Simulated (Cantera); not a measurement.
Cantera run:

```python
import numpy as np
import cantera as ct

gas_names = [...]  # 77 gases of nasa_gas.yaml made of C, H, Ti
cond_names = """
    C(gr) C6H6(L) C7H8(L) C8H18(L),n-octa Ti(a) Ti(b) Ti(L) TiC(s) TiC(L)
""".split()


# ... load() reads the species with a 1 bar reference pressure and builds the phases ...
atoms = {
    'Ti': {'Ti': 1},
    'C3H8': {'C': 3, 'H': 8},
    'H2': {'H': 2},
}
top_T = {'C(gr)': 4500}  # K; cautious upper limits of use, not melting points


# ... equilibrate(T, P, feed) seeds the gas with the atoms and calls Mixture.equilibrate('TP', solver="vcs", rtol=1e-11, max_steps=5000) ...
results = []
feed = {'Ti': 1, 'C3H8': 0.26, 'H2': 9.7}  # mol
T = 1475  # K
P = 41000  # Pa
mix = equilibrate(T, P, feed)
results.append((T, P, feed, dict(zip(mix.species_names, mix.species_moles))))
x = sorted(zip(gas.X, gas.species_names), reverse=True)
print(f"T = {T:g} K  P = {P:g} Pa  gas = {mix.phase_moles(0):.4g} mol")
print("   x: " + "  ".join(f"{s} {v:.3e}" for v, s in x if v > 0.001))
print("   condensed (mol): " + ("  ".join(f"{mix.phase(i).name} {mix.phase_moles(i):.4g}"
      for i in range(1, mix.n_phases) if mix.phase_moles(i) > 1e-12) or "none"))
```

Output:

```
T = 1475 K  P = 41000 Pa  gas = 10.74 mol
   x: H2 1.000e+00
   condensed (mol): Ti(b) 0.22  TiC(s) 0.78
```

Method: chemical equilibrium by Gibbs-energy minimisation in Cantera with the NASA 1993 tables (ideal gas, pure condensed phases). Mutual solubility and eutectic melting of coexisting phases are not modelled. TiC: taken at fixed stoichiometry. Condensed phases not in the tables: N, O or C dissolved in the metal.
